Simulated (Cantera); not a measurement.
A Cantera script and its output.

```python
import numpy as np
import cantera as ct

gas = ct.Solution("gri30.yaml")
gas.TPX = 348, 1000000, {'C3H8': 1, 'O2': 11.1, 'N2': 41.8}
inlet = ct.Reservoir(gas, clone=True)
gas.equilibrate("HP")  # start burning
reactor = ct.IdealGasConstPressureReactor(gas, energy="on", clone=False)
exhaust = ct.Reservoir(gas, clone=True)
tau = [0.043, 0.023, 0.012, 0.0065, 0.0035, 0.0018, 0.00098, 0.00052, 0.00028, 0.00015, 7.8e-05, 4.2e-05][0]
for a, b in ((inlet, reactor), (reactor, exhaust)):
    ct.MassFlowController(a, b, mdot=lambda t: reactor.mass / tau)
net = ct.ReactorNet([reactor])
show = ['C3H8', 'O2', 'H', 'NO', 'H2O', 'HCO', 'CH4']

rows = []
print(f"{'tau/s':>10s}{'T/K':>9s}" + "".join(f"{s:>11s}" for s in show))
for tau in [0.043, 0.023, 0.012, 0.0065, 0.0035, 0.0018, 0.00098, 0.00052, 0.00028, 0.00015, 7.8e-05, 4.2e-05]:
    net.initial_time = 0.0
    net.advance(30 * tau)
    before = gas.X
    net.advance(40 * tau)
    drift = np.max(np.abs(gas.X - before) / (gas.X + 1e-9))
    rows.append([gas.T, *gas[show].X, drift])
    print(f"{tau:10.3e}{gas.T:9.1f}" + "".join(f"{x:11.3e}" for x in gas[show].X))
```

Output:

```
     tau/s      T/K       C3H8         O2          H         NO        H2O        HCO        CH4
 4.300e-02   1438.5  8.814e-06  1.117e-01  2.480e-07  3.429e-07  7.265e-02  3.823e-09  4.708e-06
 2.300e-02   1431.0  1.614e-05  1.122e-01  4.458e-07  3.050e-07  7.251e-02  7.512e-09  7.898e-06
 1.200e-02   1415.1  3.221e-05  1.132e-01  7.986e-07  2.146e-07  7.221e-02  1.546e-08  1.440e-05
 6.500e-03   1379.3  7.360e-05  1.154e-01  1.283e-06  8.497e-08  7.149e-02  3.109e-08  3.015e-05
 3.500e-03    348.0  1.855e-02  2.059e-01 -4.039e-36  8.793e-27  1.573e-15 -2.314e-38  6.661e-18
 1.800e-03    348.0  1.855e-02  2.059e-01  1.506e-38  1.690e-30  3.023e-19 -2.109e-46  1.280e-21
 9.800e-04    348.0  1.855e-02  2.059e-01  3.121e-40  1.067e-31  1.910e-20  3.135e-46  8.085e-23
 5.200e-04    348.0  1.855e-02  2.059e-01 -1.622e-40  6.742e-33  1.206e-21  1.981e-47  5.107e-24
 2.800e-04    348.0  1.855e-02  2.059e-01 -2.553e-41 -9.488e-34  7.619e-23  1.251e-48  3.226e-25
 1.500e-04    348.0  1.855e-02  2.059e-01  1.262e-42 -1.212e-34  4.813e-24  7.903e-50  2.038e-26
 7.800e-05    348.0  1.855e-02  2.059e-01  5.255e-44 -8.552e-36  3.040e-25  4.992e-51  1.287e-27
 4.200e-05    348.0  1.855e-02  2.059e-01  1.997e-46 -5.581e-37  1.920e-26  3.153e-52  8.131e-29
```

Detailed kinetics in Cantera: GRI-Mech 3.0 (53 species, 325 reactions). GRI-Mech 3.0 was tuned for natural gas; its chemistry of propane as a main component is partial and can be far from experiment.
